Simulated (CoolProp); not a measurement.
Computed with CoolProp (reference Helmholtz-energy equation of state, Lemmon 2016).

### Question
For R115, give the phase and the density (kg/m³), cp (kJ/(kg K)), cv (kJ/(kg K)), isothermal compressibility (1/MPa) at 186.9 K and 0.0495 MPa; 186.9 K and 0.0746 MPa; 186.9 K and 6.87 MPa.

### Answer
- 186.9 K and 0.0495 MPa: liquid; density 1700, cp 0.869, cv 0.571, isothermal compressibility 0.00131
- 186.9 K and 0.0746 MPa: liquid; density 1700, cp 0.869, cv 0.571, isothermal compressibility 0.00131
- 186.9 K and 6.87 MPa: liquid; density 1720, cp 0.864, cv 0.572, isothermal compressibility 0.00118
